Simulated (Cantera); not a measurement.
Cantera run, input and output.

```python
import numpy as np
import cantera as ct

gas = ct.Solution("gri30.yaml")
gas.TPX = 925, 100000, {'H2': 1.8, 'O2': 1, 'N2': 1.9}
reactor = ct.IdealGasConstPressureReactor(gas, energy="off", clone=False)
net = ct.ReactorNet([reactor])
net.rtol, net.atol = 1e-08, 1e-18
show = ['H2', 'O2', 'NO', 'H', 'NO2', 'H2O', 'OH']
times = np.geomspace(0.0006, 20, 15)

steps = ct.SolutionArray(gas, extra=["t"])
rows = []
print(f"{'t/s':>10s}{'T/K':>9s}{'P/Pa':>11s}" + "".join(f"{s:>11s}" for s in show))
for t in times:
    while net.time < t:
        t_next = net.step()
        steps.append(gas.state, t=t_next)
    rows.append([np.interp(t, steps.t, y) for y in (steps.T, steps.P, *steps(*show).X.T)])
    print(f"{t:10.3e}{rows[-1][0]:9.1f}{rows[-1][1]:11.4g}" + "".join(f"{x:11.3e}" for x in rows[-1][2:]))
rate = np.gradient(steps.T, steps.t)
print("integrator steps:", len(steps.t))
if steps.T.max() > steps.T[0] + 200:
    print(f"time of steepest temperature rise: {steps.t[rate.argmax()]:.4e} s")
gas.TPX = 925, 100000, {'H2': 1.8, 'O2': 1, 'N2': 1.9}
gas.equilibrate("TP")
print(f"equilibrium (TP): T = {gas.T:.1f} K  " + "  ".join(f"{s} {gas[s].X[0]:.3e}" for s in show))
```

It prints:

```
       t/s      T/K       P/Pa         H2         O2         NO          H        NO2        H2O         OH
 6.000e-04    925.0      1e+05  3.830e-01  2.128e-01  1.615e-22  1.012e-10  1.572e-26  7.475e-09  2.858e-12
 1.262e-03    925.0      1e+05  3.830e-01  2.128e-01  4.564e-22  1.286e-10  1.996e-25  1.825e-08  3.650e-12
 2.656e-03    925.0      1e+05  3.830e-01  2.128e-01  1.725e-21  2.030e-10  3.385e-24  5.099e-08  5.836e-12
 5.589e-03    925.0      1e+05  3.830e-01  2.128e-01  1.213e-20  4.706e-10  1.127e-22  1.889e-07  1.390e-11
 1.176e-02    925.0      1e+05  3.830e-01  2.128e-01  3.044e-19  2.207e-09  1.930e-20  1.263e-06  6.811e-11
 2.474e-02    925.0      1e+05  3.829e-01  2.127e-01  3.066e-17  2.340e-08  2.892e-17  2.386e-05  8.555e-10
 5.206e-02    925.0      1e+05  3.823e-01  2.123e-01  2.884e-15  2.202e-07  8.667e-15  6.544e-04  1.109e-08
 1.095e-01    925.0      1e+05  3.719e-01  2.067e-01  2.509e-13  8.417e-07  5.405e-13  1.264e-02  6.039e-08
 2.305e-01    925.0      1e+05  3.412e-01  1.916e-01  7.712e-13  6.238e-07  2.274e-12  5.046e-02  5.687e-08
 4.850e-01    925.0      1e+05  2.909e-01  1.672e-01  1.083e-12  4.175e-07  4.469e-12  1.127e-01  5.019e-08
 1.020e+00    925.0      1e+05  2.119e-01  1.289e-01  1.357e-12  2.794e-07  7.386e-12  2.108e-01  4.825e-08
 2.147e+00    925.0      1e+05  1.086e-01  7.889e-02  1.771e-12  1.671e-07  1.167e-11  3.390e-01  4.654e-08
 4.518e+00    925.0      1e+05  2.834e-02  4.004e-02  2.134e-12  6.540e-08  1.782e-11  4.385e-01  4.251e-08
 9.505e+00    925.0      1e+05  2.634e-03  2.759e-02  1.020e-12  5.899e-09  2.401e-11  4.704e-01  2.890e-08
 2.000e+01    925.0      1e+05  3.151e-04  2.647e-02  2.601e-13  2.518e-10  2.574e-11  4.733e-01  9.459e-09
integrator steps: 1543
equilibrium (TP): T = 925.0 K  H2 2.296e-11  O2 2.631e-02  NO 3.638e-06  H 1.256e-15  NO2 1.216e-07  H2O 4.737e-01  OH 3.063e-08
```

Computed with Cantera and GRI-Mech 3.0 (53 species, 325 reactions). Below about 950 K walls govern HO2 and H2O2 in real vessels. The temperature is held fixed by assumption; the heat of reaction is taken as removed at once.
